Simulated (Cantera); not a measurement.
Gas mixture: CO : H₂ = 0.72 : 0.075 (molar parts), at 0.120 bar, frozen composition.

Cantera's kinetic-theory transport with the Lennard-Jones parameters of GRI-Mech 3.0, ideal gas; thermal conductivity in the mixture-averaged form.

D: mixture-averaged diffusion coefficient of that species in the mixture.

| T (K) | ρ (kg/m³) | cp (J/kg/K) | μ (µPa s) | λ (mW/m/K) | Pr | D (cm²/s) H₂O | D (cm²/s) OH | D (cm²/s) N₂ |
|---|---|---|---|---|---|---|---|---|
| 400 | 0.0922 | 1149 | 21.9 | 42.4 | 0.593 | 3.55 | 4.69 | 3.10 |
| 600 | 0.0615 | 1186 | 29.0 | 58.1 | 0.592 | 7.54 | 9.33 | 6.19 |
| 800 | 0.0461 | 1240 | 35.1 | 73.1 | 0.596 | 12.6 | 15.1 | 10.0 |
| 1000 | 0.0369 | 1286 | 40.7 | 87.5 | 0.598 | 18.7 | 21.9 | 14.6 |
| 1200 | 0.0307 | 1325 | ___ | ___ | 0.599 | ___ | ___ | ___ |
| 1400 | 0.0263 | 1354 | 50.6 | 115 | 0.598 | 33.3 | 38.3 | 25.5 |
| 1600 | 0.0231 | 1378 | ___ | ___ | 0.597 | ___ | ___ | ___ |

Some entries are withheld; supply them.


- 1200, μ (µPa s): 45.8
- 1200, λ (mW/m/K): 101
- 1200, D (cm²/s) H₂O: 25.6
- 1200, D (cm²/s) OH: 29.7
- 1200, D (cm²/s) N₂: 19.7
- 1600, μ (µPa s): 55.2
- 1600, λ (mW/m/K): 127
- 1600, D (cm²/s) H₂O: 41.7
- 1600, D (cm²/s) OH: 47.8
- 1600, D (cm²/s) N₂: 31.8
